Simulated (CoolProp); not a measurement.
CF4 (R14) at 298.15 K and 2.45 MPa is throttled through a valve to 0.122 MPa with no heat exchange. Each further row changes one setting.

Computed with CoolProp (reference Helmholtz-energy equation of state, Platzer 1990). This equation is an older, rougher fit.

| case | temperature change (K) | final density (kg/m³) |
|---|---|---|
| as stated | -13.5 | 4.56 |
| outlet pressure 0.0366 MPa | -14.0 | 1.37 |
| outlet pressure 0.159 MPa | -13.3 | 5.95 |
